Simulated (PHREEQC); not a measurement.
Make-up at 25 °C: 2.4 mmol/kgw Pb(NO3)2 and 0.15 mmol/kgw KBr. Closed to the air; pH follows from the charge balance.

Equilibrium calculation in PHREEQC: ion-association model, wateq4f.dat.

No solid was allowed to form.

### Question
Order these Pb species by the share of Pb that they hold, largest first: PbNO3+, Pb+2, PbOH+, PbBr+.

### Answer
Pb+2 (95 %), PbNO3+ (4.6 %), PbBr+ (0.54 %), PbOH+ (0.24 %)

The pH is 5.24 and the ionic strength 0.00710 mol/kgw. Complexes and solids missing from the database can't appear.
